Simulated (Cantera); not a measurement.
A closed system holds: 1 mol FeS, 2.5 mol SO₃, 0.1 mol CO₂, held at 5800 Pa.

Cantera equilibrium calculation (NASA polynomials, part measured and part estimated; ideal gas, pure solids and liquids). Candidate condensed phases: C, Fe, Fe(CO)₅, FeO, FeS, FeSO₄, FeS₂, Fe₂O₃, Fe₂(SO₄)₃, Fe₃O₄, S; 25 gas species. Gases not in the tables: S₃ to S₇. Rates play no part. All values below are at 550 °C.

Base state: SO₂ 0.958, CO₂ 0.0302, S₂ 0.0106, S₂O 0.00102 (mole fractions); condensed: FeS₂(s) + Fe₃O₄(s).

Q: What changes in the equilibrium state with this change: 0.64 mol NH₃ added?

A: 
```csv
species,before,after
SO₂,0.958,0.664
H₂O,0,0.224
N₂,0,0.0757
CO₂,0.0302,0.0236
S₂,0.0106,0.00878
H₂S,0,0.00288
H₂,0,9.28e-5
S₂O,0.00102,0.000740
"FeS₂(s), mol",0.128,0.300
"Fe₃O₄(s), mol",0.291,0.233
```
Further candidate phases: C₆H₆, C₇H₈, C₈H₁₈, Fe(OH)₂, Fe(OH)₃, H₂O, H₂SO₄.
